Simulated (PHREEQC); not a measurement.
PHREEQC input (ion-association model, phreeqc.dat):

```
SOLUTION_SPECIES
  CO3-2 + 10 H+ + 8 e- = CH4 + 3 H2O  # shut off: no methane
    -log_k -100
    -delta_h 0
    -analytic -100
SOLUTION 1
  temp 25
  units mol/kgw
  pH 7 charge
  C(4) 0.062
  Na 0.124
END
SELECTED_OUTPUT 1
  -reset false
  -pH true
  -pe true
  -ionic_strength true
  -water true
  -totals C Na C(-4) C(4) Ntg Oxg
  -molalities H+ Na+ CO3-2 OH- HCO3- CO2 (CO2)2 NaOH NaCO3- NaHCO3
USER_PUNCH 1
  -headings p_Ntg(g) phi_Ntg(g) p_Oxg(g) phi_Oxg(g) p_H2O(g) phi_H2O(g) density
  10 PUNCH PR_P("Ntg(g)"), PR_PHI("Ntg(g)"), PR_P("Oxg(g)"), PR_PHI("Oxg(g)"), PR_P("H2O(g)"), PR_PHI("H2O(g)"), RHO
PRINT
  -reset false
USE solution 1
REACTION_TEMPERATURE 1
  50
GAS_PHASE 1
  -fixed_pressure
  -pressure 2
  -temperature 50
  -volume 20
  Ntg(g) 0.82
  Oxg(g) 1.18
  H2O(g) 0
END
# ... the last block is repeated for the other 12 points of P (atm)
```

Selected output (columns that matter, 13 of 13 rows; P (atm) added in front):

```
P (atm)	pH	mu	C	Na	Ntg	Oxg	m_H+	p_Ntg(g)	phi_Ntg(g)	p_Oxg(g)	phi_Oxg(g)	p_H2O(g)	phi_H2O(g)	density
2	10.652	0.10634	0.062111	0.12422	0.00038656	0.0010058	2.7333e-11	0.76999	0.99993	1.1075	0.99853	0.12252	0.98875	0.99462
5	10.65	0.10634	0.062109	0.12422	0.00099984	0.0025974	2.7405e-11	1.9996	0.99926	2.8759	0.99654	0.12453	0.97482	0.99475
10	10.648	0.10636	0.062111	0.12422	0.0020113	0.0052109	2.7526e-11	4.0488	0.99824	5.8233	0.99333	0.12792	0.95217	0.99497
20	10.645	0.1064	0.062117	0.12423	0.0039955	0.010296	2.7769e-11	8.1471	0.99643	11.718	0.98713	0.13493	0.90881	0.9954
30	10.641	0.10644	0.062123	0.12425	0.0059302	0.015198	2.8013e-11	12.245	0.99491	17.613	0.9812	0.14224	0.86793	0.99582
40	10.637	0.10648	0.06213	0.12426	0.007818	0.019927	2.8259e-11	16.343	0.99367	23.507	0.97554	0.14986	0.8294	0.99625
50	10.633	0.10652	0.062137	0.12427	0.0096613	0.024491	2.8506e-11	20.441	0.99271	29.401	0.97013	0.15777	0.79311	0.99668
75	10.623	0.10662	0.062156	0.12431	0.01409	0.035227	2.9132e-11	30.685	0.99145	44.137	0.95772	0.17888	0.71141	0.99775
100	10.614	0.10672	0.062176	0.12435	0.018286	0.045092	2.9768e-11	40.927	0.99174	58.871	0.94686	0.20182	0.64126	0.99881
150	10.595	0.10691	0.062219	0.12444	0.02609	0.062602	3.1071e-11	61.41	0.99661	88.338	0.9295	0.25279	0.52943	1.0009
200	10.577	0.10709	0.062265	0.12453	0.033248	0.07769	3.2416e-11	81.889	1.0065	117.8	0.91745	0.30969	0.44687	1.003
300	10.54	0.10741	0.062356	0.12471	0.046097	0.10252	3.5234e-11	122.84	1.039	176.72	0.90686	0.43653	0.33889	1.0072
400	10.504	0.10766	0.062442	0.12488	0.057493	0.12232	3.8231e-11	163.79	1.0855	235.64	0.91068	0.57362	0.27556	1.0112
```

Complexes and solids missing from the database can't appear. Away from 25 °C the constants follow the database's enthalpies or fits; those with neither stay at their 25 °C values.
